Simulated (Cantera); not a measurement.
What does this Cantera script print?

```python
import numpy as np
import cantera as ct

gas_names = """
    C CO COS CO2 CS CS2 C2 C2O C3 C3O2 C4 C5 Fe FeC5O5 FeO O O2 O3 S SO SO2 SO3 S2 S2O S8
""".split()
cond_names = """
    C(gr) Fe(a) Fe(c) Fe(d) Fe(L) FeC5O5(L) FeO(s) FeO(L) FeS(a) FeS(b) FeS(c) FeS(L) FeSO4(s) FeS2(s)
    Fe2O3(s) Fe2S3O12(s) Fe3O4(s) S(cr1) S(cr2) S(L)
""".split()


# ... load() reads the species with a 1 bar reference pressure and builds the phases ...
atoms = {
    'FeS2': {'Fe': 1, 'S': 2},
    'SO3': {'S': 1, 'O': 3},
    'CO2': {'C': 1, 'O': 2},
}
top_T = {'C(gr)': 4500, 'FeSO4(s)': 950, 'FeS2(s)': 1010, 'Fe2O3(s)': 1830, 'Fe2S3O12(s)': 1100, 'Fe3O4(s)': 1870}  # K; cautious upper limits of use, not melting points


# ... equilibrate(T, P, feed) seeds the gas with the atoms and calls Mixture.equilibrate('TP', solver="vcs", rtol=1e-11, max_steps=5000) ...
results = []
feed = {'FeS2': 1, 'SO3': 0.52, 'CO2': 0.072}  # mol
P = 140000  # Pa
for T in [1000, 1100, 1200, 1300, 1400, 1500, 1600, 1700, 1800]:
    mix = equilibrate(T, P, feed)
    results.append((T, P, feed, dict(zip(mix.species_names, mix.species_moles))))

top = {s: max(r[3][s] / sum(r[3][g] for g in gas_names) for r in results) for s in gas_names}
cols = sorted((s for s in top if top[s] > 0.001), key=lambda s: -top[s])[:8]
seen = [c for c in cond_names if any(r[3].get(c, 0) > 1e-12 for r in results)]
print("log10 of partial pressures in bar; condensed amounts in mol")
print(f"{'T/K':>10s}" + "".join(f"{s[:9]:>10s}" for s in cols + seen))
for T, P, feed, n in results:
    ng = sum(n[g] for g in gas_names)
    print(f"{T:10.4g}" + "".join(f"{np.log10(max(n[s] / ng * P / 1e5, 1e-99)):10.3f}" for s in cols)
          + "".join(f"{n.get(c, 0):10.4g}" for c in seen))
```

Output:

```
log10 of partial pressures in bar; condensed amounts in mol
       T/K       SO2        S2       CO2        SO       S2O        CO    FeS(c)    FeS(L)
      1000    -0.053    -0.393    -1.084    -4.306    -1.556    -3.835         1         0
      1100    -0.053    -0.392    -1.086    -3.728    -1.573    -3.355         1         0
      1200    -0.053    -0.392    -1.090    -3.247    -1.588    -2.958         1         0
      1300    -0.053    -0.392    -1.097    -2.840    -1.601    -2.628         1         0
      1400    -0.053    -0.393    -1.109    -2.492    -1.613    -2.352         1         0
      1500    -0.053    -0.395    -1.128    -2.191    -1.624    -2.121         0         1
      1600    -0.054    -0.398    -1.154    -1.929    -1.635    -1.931         0         1
      1700    -0.056    -0.402    -1.188    -1.698    -1.647    -1.775         0         1
      1800    -0.059    -0.408    -1.229    -1.494    -1.660    -1.648         0         1
```

Cantera equilibrium calculation (NASA polynomials, part measured and part estimated; ideal gas, pure solids and liquids). FeS: taken at fixed stoichiometry. Gases not in the tables: S3 to S7.
